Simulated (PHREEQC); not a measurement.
## Silver or lead bath: speciation

Consider water at 25 °C with 91 mmol/kgw Pb(NO3)2 and 2.1 mmol/kgw Na2SO4. Closed to the air; pH follows from the charge balance.

The numbers come from PHREEQC with the ion-association model, phreeqc.dat.

- pH: 4.38
- ionic strength: 0.204 mol/kgw

```tsv
species	molality	activity	log γ
NO3-	0.148	0.102	-0.160
Pb+2	0.0550	0.0170	-0.510
PbNO3+	0.0344	0.0257	-0.128
Na+	0.00420	0.00313	-0.127
PbSO4	0.00151	0.00159	0.020
SO4-2	0.000573	0.000166	-0.537
H+	5.21e-5	4.15e-5	-0.099
Pb2OH+3	4.24e-5	3.02e-6	-1.148
PbOH+	1.06e-5	7.94e-6	-0.128
Pb(SO4)2-2	4.48e-6	1.38e-6	-0.510
NaSO4-	3.50e-6	2.61e-6	-0.128
HSO4-	9.00e-7	6.71e-7	-0.128
```

Precipitation was switched off in this run. The solution is supersaturated, for example in Anglesite, so a real one may precipitate; this is no full list. Complexes and solids missing from the database can't appear.
